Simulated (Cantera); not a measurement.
Input (Python, Cantera):

```python
import numpy as np
import cantera as ct

gas = ct.Solution("gri30.yaml")


def delay(T, t_max=10):
    gas.TPX = T, 101325, {'CO': 1, 'H2': 0.34, 'CH4': 0.16, 'O2': 0.825, 'N2': 3.79}
    reactor = ct.IdealGasReactor(gas, clone=False)
    net = ct.ReactorNet([reactor])
    net.rtol, net.atol = 1e-8, 1e-16
    while net.time < t_max:
        t_old, T_old = net.time, reactor.T
        net.step()
        if reactor.T > T + 400:  # ignition: a rise of 400 K
            return t_old + (T + 400 - T_old) / (reactor.T - T_old) * (net.time - t_old)
    return np.nan


taus = []
for T in [1050, 1125, 1200, 1275, 1350, 1425, 1500, 1575, 1650]:
    taus.append(delay(T))
    print(f"T0 = {T:6g} K   tau = {taus[-1]:.4e} s")
```

Output:

```
T0 =   1050 K   tau = 1.1498e-03 s
T0 =   1125 K   tau = 4.9276e-04 s
T0 =   1200 K   tau = 2.5208e-04 s
T0 =   1275 K   tau = 1.4733e-04 s
T0 =   1350 K   tau = 9.5612e-05 s
T0 =   1425 K   tau = 6.6953e-05 s
T0 =   1500 K   tau = 4.9439e-05 s
T0 =   1575 K   tau = 3.7888e-05 s
T0 =   1650 K   tau = 2.9817e-05 s
```

Computed with Cantera and GRI-Mech 3.0 (53 species, 325 reactions).
